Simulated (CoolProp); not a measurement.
Values from CoolProp's reference Helmholtz-energy equation of state, Lemmon 2006. It is a short technical equation, of lower accuracy than the large ones.

Problem. For R141b, give the phase and the Joule-Thomson coefficient (K/MPa), expansivity (1/kK), viscosity (µPa s), conductivity (mW/(m K)) at 452.4 K and 0.733 MPa; 462.2 K and 0.733 MPa.

Solution. 
- 452.4 K and 0.733 MPa: gas; Joule-Thomson coefficient 11.5, expansivity 2.83, viscosity 14.1, conductivity 24.1
- 462.2 K and 0.733 MPa: gas; Joule-Thomson coefficient 10.8, expansivity 2.72, viscosity 14.4, conductivity 25.2

Viscosity comes from a separate model (Huber 2003), an estimate that may be off by 10 % or more. Thermal conductivity comes from a separate model (Huber 2003), an estimate that may be off by 10 % or more.
